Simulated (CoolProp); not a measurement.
Vapour-liquid equilibrium of propane (1) + sulfur dioxide (2) at 321.6 K; x and y are mole fractions of (1).

Computed with CoolProp (multi-fluid Helmholtz-energy mixture model, Lemmon 2009 and Gao 2016; pair parameters Bell 2016).

```
x     bubble pressure (MPa)  y at the bubble point  dew pressure at overall composition x (MPa)  liquid density (mol/L)
----  ---------------------  ---------------------  -------------------------------------------  ----------------------
0.05                  1.224                  0.335                                       0.8501                   19.35
0.15                  1.643                  0.512                                       0.9538                   17.67
0.25                  1.790                  0.561                                        1.084                   16.18
0.35                  1.848                  0.583                                        1.251                   14.87
0.45                  1.884                  0.602                                        1.472                   13.73
0.55                  1.914                  0.627                                        1.757                   12.77
0.65                  1.932                  0.664                                        1.928                   11.97
0.75                  1.924                  0.719                                        1.907                   11.33
0.85                  1.870                  0.798                                        1.821                   10.82
0.95                  1.749                  0.917                                        1.713                   10.42
```

y crosses x between x = 0.65 and 0.75: the model has an azeotrope there.

The pair parameters rest on a limited set of measurements; away from them the model extrapolates. With so large a gap from Raoult's law the liquid may split in two, which this calculation doesn't test in full.
